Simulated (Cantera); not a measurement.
Input: 1 mol Si2H6, 2.9 mol NO, 6.4 mol H2, 0.1 mol O2, held at 1477 °C and 100 Torr.

Method: chemical equilibrium by Gibbs-energy minimisation in Cantera with the NASA 1993 tables (ideal gas, pure condensed phases). Candidate condensed phases: H2O, Si, SiO2, Si2N2O, Si3N4; 35 gas species. The feed counts by its element totals alone. Mutual solubility and eutectic melting of coexisting phases are not modelled. The tables hold silica as quartz up to 1696 K and as liquid above; real silica turns to tridymite and cristobalite and melts near 1996 K. Rates play no part.

Base state: H2 0.866, N2 0.113, SiO 0.0204, H 0.000593, H2O 0.000255 (mole fractions); condensed: SiO2(condensed) + Si2N2O(s).

What changes in the equilibrium state with this change: temperature from 1477 °C to 1502 °C?


```csv
species,before,after
H2,0.866,0.851
N2,0.113,0.115
SiO,0.0204,0.0327
H,0.000593,0.000731
H2O,0.000255,0.000261
"SiO2(condensed), mol",1.32,1.28
"Si2N2O(s), mol",0.227,0.181
```
